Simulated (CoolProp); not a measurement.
Vapour-liquid equilibrium of diethyl ether (1) + methanol (2) at 323.2 K; x and y are mole fractions of (1).

The numbers come from the multi-fluid Helmholtz-energy mixture model, Thol 2014 and de Reuck 1993; pair parameters Bell 2016 in CoolProp.

### Question
Give the bubble pressure and the first vapour's composition at x = 0.125, 0.425, 0.5. Is there an azeotrope?

### Answer
x = 0.125: 0.1011 MPa, y = 0.495; x = 0.425: 0.1472 MPa, y = 0.713; x = 0.5: 0.1527 MPa, y = 0.737. y crosses x between x = 0.875 and 0.95: the model has an azeotrope there.

The pair parameters rest on a limited set of measurements; away from them the model extrapolates. With so large a gap from Raoult's law the liquid may split in two, which this calculation doesn't test in full.
